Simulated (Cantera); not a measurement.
Si + HCl + N2 (silicon etching in halogen gases)

Feed: 1 mol Si, 4 mol HCl, 14 mol N2, held at 2.80 mbar.

Method: chemical equilibrium by Gibbs-energy minimisation in Cantera with the NASA 1993 tables (ideal gas, pure condensed phases). Candidate condensed phases: NH4Cl, Si, Si3N4; 28 gas species. N2 is the only nitrogen source here; it is nearly inert below about 1500 K, so the nitride shown seldom forms there in practice. The tables' values for SiCl3, SiCl are old estimates; treat these amounts as uncertain. Rates play no part.

From 875 K to 1475 K the condensed part is Si3N4(s). From 1550 K to 1625 K nothing is condensed. The main Si-bearing gas is SiCl4 at 875 K and SiCl2 at 1625 K.

```
T (K)   x N2  x HCl    x H2   x SiCl2   x SiCl4  n Si3N4(s)
-----  -----  -----  ------  --------  --------  ----------
875    0.789  0.146  0.0432   3.31e-8    0.0216       0.209
950    0.788  0.152  0.0403   6.88e-7    0.0201       0.218
1025   0.787  0.156  0.0379   9.10e-6    0.0188       0.224
1100   0.786  0.160  0.0360   8.37e-5    0.0177       0.229
1175   0.785  0.163  0.0346  0.000568    0.0162       0.231
1250   0.784  0.163  0.0341   0.00291    0.0138       0.223
1325   0.782  0.158  0.0359    0.0109   0.00923       0.191
1400   0.780  0.142  0.0421    0.0270   0.00382       0.123
1475   0.779  0.117  0.0531    0.0456  0.000973      0.0337
1550   0.779  0.108  0.0571    0.0530  0.000282           0
1625   0.778  0.109  0.0565    0.0539  0.000104           0
```
x: gas mole fraction; n: condensed amount in mol.
